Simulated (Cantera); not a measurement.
Cantera with NASA thermochemical tables; ideal gases at 1 bar, condensed phases pure. Values are per mole of reaction as written; species without (g) are pure solids or liquids, kept so even where they would boil at 1 bar.

2 Mg + 2 NO(g) = N2(g) + 2 MgO

| T (K) | ΔH° (kJ) | ΔS° (J/K) | ΔG° (kJ) | log10 K |
|---|---|---|---|---|
| 300 | ___ | ___ | ___ | ___ |
| 650 | -1383.9 | -239.2 | -1228.5 | 98.72 |
| 675 | ___ | ___ | ___ | ___ |
| 700 | -1383.6 | -238.8 | -1216.5 | 90.77 |
| 725 | ___ | ___ | ___ | ___ |
| 750 | -1383.4 | -238.4 | -1204.6 | 83.89 |
| 775 | -1383.2 | -238.2 | -1198.6 | 80.78 |
| 800 | -1383.1 | -238.1 | -1192.7 | 77.87 |
| 825 | -1383.0 | -238.0 | -1186.7 | 75.13 |
| 850 | ___ | ___ | ___ | ___ |
| 875 | -1382.9 | -237.8 | -1174.8 | 70.13 |
| 900 | -1382.8 | -237.7 | -1168.9 | 67.84 |

Question: Fill in the missing entries.

Answer: 
- 300, ΔH° (kJ): -1385.0
- 300, ΔS° (J/K): -241.1
- 300, ΔG° (kJ): -1312.7
- 300, log10 K: 228.56
- 675, ΔH° (kJ): -1383.8
- 675, ΔS° (J/K): -239.0
- 675, ΔG° (kJ): -1222.5
- 675, log10 K: 94.60
- 725, ΔH° (kJ): -1383.5
- 725, ΔS° (J/K): -238.6
- 725, ΔG° (kJ): -1210.5
- 725, log10 K: 87.21
- 850, ΔH° (kJ): -1383.0
- 850, ΔS° (J/K): -237.9
- 850, ΔG° (kJ): -1180.8
- 850, log10 K: 72.56
